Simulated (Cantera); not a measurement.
Cantera run:

```python
import numpy as np
import cantera as ct

gas_names = [...]  # 87 gases of nasa_gas.yaml made of C, H, Si
cond_names = """
    C(gr) C6H6(L) C7H8(L) C8H18(L),n-octa Si(cr) Si(L) SiC(b)
""".split()


# ... load() reads the species with a 1 bar reference pressure and builds the phases ...
atoms = {
    'SiC': {'Si': 1, 'C': 1},
    'Si': {'Si': 1},
    'H2': {'H': 2},
}
top_T = {'C(gr)': 4500, 'SiC(b)': 3050}  # K; cautious upper limits of use, not melting points


# ... equilibrate(T, P, feed) seeds the gas with the atoms and calls Mixture.equilibrate('TP', solver="vcs", rtol=1e-11, max_steps=5000) ...
results = []
feed = {'SiC': 1, 'Si': 0.14, 'H2': 0.6}  # mol
P = 74000  # Pa
for T in [1898, 1998, 2098, 2198, 2298, 2398, 2498, 2598, 2698, 2798]:
    mix = equilibrate(T, P, feed)
    results.append((T, P, feed, dict(zip(mix.species_names, mix.species_moles))))
    x = sorted(zip(gas.X, gas.species_names), reverse=True)
    print(f"T = {T:g} K  P = {P:g} Pa  gas = {mix.phase_moles(0):.4g} mol")
    print("   x: " + "  ".join(f"{s} {v:.3e}" for v, s in x if v > 1e-06))
    print("   condensed (mol): " + ("  ".join(f"{mix.phase(i).name} {mix.phase_moles(i):.4g}"
          for i in range(1, mix.n_phases) if mix.phase_moles(i) > 1e-12) or "none"))
```

It prints:

```
T = 1898 K  P = 74000 Pa  gas = 0.6003 mol
   x: H2 9.990e-01  H 9.082e-04  SiH2 5.752e-05  Si 1.660e-05  CH4 1.538e-05  SiH 1.245e-05
   condensed (mol): Si(L) 0.14  SiC(b) 1
T = 1998 K  P = 74000 Pa  gas = 0.6006 mol
   x: H2 9.979e-01  H 1.863e-03  SiH2 1.048e-04  Si 5.747e-05  SiH 3.366e-05  CH4 1.711e-05  C2H2,acetylene 2.241e-06  Si2C 1.562e-06
   condensed (mol): Si(L) 0.1399  SiC(b) 1
T = 2098 K  P = 74000 Pa  gas = 0.6012 mol
   x: H2 9.960e-01  H 3.570e-03  SiH2 1.798e-04  Si 1.765e-04  SiH 8.255e-05  CH4 1.884e-05  C2H2,acetylene 8.525e-06  Si2C 7.166e-06  Si2 2.290e-06  CH3 1.317e-06
   condensed (mol): Si(L) 0.1397  SiC(b) 1
T = 2198 K  P = 74000 Pa  gas = 0.6023 mol
   x: H2 9.925e-01  H 6.449e-03  Si 4.887e-04  SiH2 2.932e-04  SiH 1.861e-04  C2H2,acetylene 2.862e-05  Si2C 2.848e-05  CH4 2.053e-05  Si2 7.795e-06  CH3 2.556e-06  Si3 1.524e-06
   condensed (mol): Si(L) 0.1394  SiC(b) 0.9999
T = 2298 K  P = 74000 Pa  gas = 0.6043 mol
   x: H2 9.866e-01  H 1.106e-02  Si 1.237e-03  SiH2 4.563e-04  SiH 3.896e-04  Si2C 9.991e-05  C2H2,acetylene 8.609e-05  Si2 2.379e-05  CH4 2.211e-05  CH3 4.658e-06  Si3 4.454e-06  SiC2 3.459e-06  SiH3 1.139e-06
   condensed (mol): Si(L) 0.1388  SiC(b) 0.9998
T = 2398 K  P = 74000 Pa  gas = 0.6077 mol
   x: H2 9.769e-01  H 1.810e-02  Si 2.894e-03  SiH 7.640e-04  SiH2 6.808e-04  Si2C 3.144e-04  C2H2,acetylene 2.348e-04  Si2 6.597e-05  CH4 2.350e-05  SiC2 1.921e-05  Si3 1.186e-05  CH3 8.012e-06  SiH3 1.551e-06
   condensed (mol): Si(L) 0.1374  SiC(b) 0.9995
T = 2498 K  P = 74000 Pa  gas = 0.6137 mol
   x: H2 9.611e-01  H 2.840e-02  Si 6.320e-03  SiH 1.413e-03  SiH2 9.758e-04  Si2C 8.995e-04  C2H2,acetylene 5.861e-04  Si2 1.682e-04  SiC2 9.267e-05  Si3 2.909e-05  CH4 2.453e-05  CH3 1.304e-05  SiH3 2.038e-06  C2H 1.239e-06
   condensed (mol): Si(L) 0.1346  SiC(b) 0.9986
T = 2598 K  P = 74000 Pa  gas = 0.6242 mol
   x: H2 9.358e-01  H 4.281e-02  Si 1.298e-02  SiH 2.473e-03  Si2C 2.365e-03  C2H2,acetylene 1.346e-03  SiH2 1.344e-03  Si2 3.982e-04  SiC2 3.946e-04  Si3 6.638e-05  CH4 2.497e-05  CH3 2.008e-05  C2H 5.399e-06  SiC 2.867e-06  SiH3 2.577e-06  CH2 1.957e-06  C2H2,vinylidene 1.443e-06
   condensed (mol): Si(L) 0.1294  SiC(b) 0.9963
T = 2698 K  P = 74000 Pa  gas = 0.6428 mol
   x: H2 8.956e-01  H 6.204e-02  Si 2.527e-02  Si2C 5.772e-03  SiH 4.110e-03  C2H2,acetylene 2.847e-03  SiH2 1.771e-03  SiC2 1.504e-03  Si2 8.825e-04  Si3 1.421e-04  CH3 2.906e-05  CH4 2.447e-05  C2H 2.086e-05  SiC 1.080e-05  CH2 4.399e-06  C2H2,vinylidene 4.120e-06  C4H2 3.760e-06  SiH3 3.111e-06  C 1.031e-06
   condensed (mol): Si(L) 0.1196  SiC(b) 0.9906
T = 2798 K  P = 74000 Pa  gas = 0.677 mol
   x: H2 8.321e-01  H 8.615e-02  Si 4.685e-02  Si2C 1.318e-02  SiH 6.471e-03  C2H2,acetylene 5.519e-03  SiC2 5.194e-03  SiH2 2.212e-03  Si2 1.844e-03  Si3 2.872e-04  C2H 7.187e-05  CH3 3.898e-05  SiC 3.689e-05  CH4 2.252e-05  C4H2 1.524e-05  C2H2,vinylidene 1.054e-05  CH2 9.022e-06  C 3.897e-06  C3 3.728e-06  SiH3 3.526e-06  CH 1.963e-06  C2H3,vinyl 1.096e-06
   condensed (mol): Si(L) 0.1016  SiC(b) 0.9763
```

These are equilibrium values from Cantera (NASA tables, ideal gas, pure condensed phases), not measurements of a reactor. Mutual solubility and eutectic melting of coexisting phases are not modelled. Gases not in the tables: Si2H6 and higher silanes.
